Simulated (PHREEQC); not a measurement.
Na2CO3 is added in steps, without added water, to 1 kg of water holding 0.027 mol NaHS, 0.0011 mol HCl and 0.0012 mol ZnCl2, at 25 °C. The system is closed to oxygen. No CO2 enters from the air. Only these solids could form: Halite, Zn(OH)2(e), Smithsonite, Sphalerite.

Base run: PHREEQC, ion-association model, phreeqc.dat. Each further column changes one thing. The table gives CO3-2 (mol/kgw).

| Na2CO3 added (mol) | base | all activity coefficients set to 1 | metal-ligand complexes left out | Debye-Hückel limiting law | database wateq4f.dat |
|---|---|---|---|---|---|
| 0 | 0 | 0 | 0 | 0 | 0 |
| 0.0002 | 1.18e-6 | 8.87e-7 | ? | 1.31e-6 | 1.32e-6 |
| 0.0005 | 3.50e-6 | 2.63e-6 | 3.54e-6 | 3.90e-6 | 3.90e-6 |
| 0.0007 | 5.56e-6 | ? | ? | 6.22e-6 | 6.21e-6 |
| 0.001 | 9.90e-6 | 7.42e-6 | 1.01e-5 | 1.11e-5 | 1.10e-5 |
| 0.0012 | 1.41e-5 | 1.05e-5 | 1.43e-5 | 1.58e-5 | 1.57e-5 |
| 0.0015 | 2.40e-5 | 1.80e-5 | 2.46e-5 | ? | 2.66e-5 |
| 0.0017 | 3.51e-5 | 2.63e-5 | 3.62e-5 | 3.92e-5 | 3.88e-5 |
| 0.002 | 6.76e-5 | 5.14e-5 | 7.20e-5 | 7.50e-5 | 7.37e-5 |
| 0.0022 | 0.000112 | 8.67e-5 | 0.000125 | 0.000123 | 0.000120 |
| 0.0025 | 0.000235 | 0.000188 | 0.000284 | 0.000252 | 0.000243 |
| 0.0027 | 0.000347 | 0.000281 | 0.000433 | 0.000369 | 0.000354 |
| 0.003 | 0.000536 | 0.000436 | 0.000683 | 0.000567 | ? |
| 0.0032 | 0.000668 | 0.000544 | 0.000858 | 0.000706 | 0.000674 |

Problem. What belongs in the gaps?

Solution. 
- 0.0002, metal-ligand complexes left out: 1.19e-6
- 0.0007, all activity coefficients set to 1: 4.17e-6
- 0.0007, metal-ligand complexes left out: 5.64e-6
- 0.0015, Debye-Hückel limiting law: 2.68e-5
- 0.003, database wateq4f.dat: 0.000542

 The polysulfide entries of wateq4f.dat were taken out for this run. phreeqc.dat and wateq4f.dat share most of their constants, so their agreement is no independent check. Solids allowed in the column 'database wateq4f.dat': Zn(OH)2-a, Smithsonite, Zn5(OH)8Cl2, ZnS(a), Halite, Nahcolite, Natron.
